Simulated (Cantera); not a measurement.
An adiabatic, constant-pressure homogeneous reactor starts with CO : H2 : CH4 : O2 : N2 : H2O = 1 : 0.032 : 0.098 : 0.375 : 1.41 : 0.41 (molar parts), equivalence ratio 1.9, at 1473 K and 3.16 atm. Integrator tolerance rtol = 1e-08.

Cantera simulation using GRI-Mech 3.0 (53 species, 325 reactions); the numbers are that mechanism's predictions, not measurements.

Problem. What does this change do: pressure from 3.16 atm to 0.484 atm?

Solution. 
| quantity | before | after |
|---|---|---|
| time of steepest temperature rise | 0.142 ms | 0.560 ms |
| temperature at 2.00 s | 2688 K | 2591 K |
| equilibrium temperature | 2688 K | 2591 K |
| x(CO) at 2.00 s | 0.190 (gas-phase equilibrium 0.190) | 0.193 (gas-phase equilibrium 0.193) |
| x(H2) at 2.00 s | 0.0300 (gas-phase equilibrium 0.0300) | 0.0315 (gas-phase equilibrium 0.0315) |
| x(CH4) at 2.00 s | <1e-12 (gas-phase equilibrium <1e-12) | <1e-12 (gas-phase equilibrium <1e-12) |
| x(O2) at 2.00 s | 0.00183 (gas-phase equilibrium 0.00183) | 0.00426 (gas-phase equilibrium 0.00426) |
| x(NO) at 2.00 s | 0.00219 (gas-phase equilibrium 0.00219) | 0.00286 (gas-phase equilibrium 0.00286) |
| x(CH3) at 2.00 s | 1.44e-12 (gas-phase equilibrium 1.70e-12) | <1e-12 (gas-phase equilibrium <1e-12) |
| x(HO2) at 2.00 s | 1.10e-6 (gas-phase equilibrium 1.10e-6) | 1.01e-6 (gas-phase equilibrium 1.01e-6) |

Problem. What does this change do: pressure from 3.16 atm to 0.987 atm?

Solution. 
| quantity | before | after |
|---|---|---|
| time of steepest temperature rise | 0.142 ms | 0.321 ms |
| temperature at 2.00 s | 2688 K | 2631 K |
| equilibrium temperature | 2688 K | 2631 K |
| x(CO) at 2.00 s | 0.190 (gas-phase equilibrium 0.190) | 0.192 (gas-phase equilibrium 0.192) |
| x(H2) at 2.00 s | 0.0300 (gas-phase equilibrium 0.0300) | 0.0309 (gas-phase equilibrium 0.0309) |
| x(CH4) at 2.00 s | <1e-12 (gas-phase equilibrium <1e-12) | <1e-12 (gas-phase equilibrium <1e-12) |
| x(O2) at 2.00 s | 0.00183 (gas-phase equilibrium 0.00183) | 0.00322 (gas-phase equilibrium 0.00322) |
| x(NO) at 2.00 s | 0.00219 (gas-phase equilibrium 0.00219) | 0.00266 (gas-phase equilibrium 0.00266) |
| x(CH3) at 2.00 s | 1.44e-12 (gas-phase equilibrium 1.70e-12) | <1e-12 (gas-phase equilibrium <1e-12) |
| x(HO2) at 2.00 s | 1.10e-6 (gas-phase equilibrium 1.10e-6) | 1.09e-6 (gas-phase equilibrium 1.09e-6) |
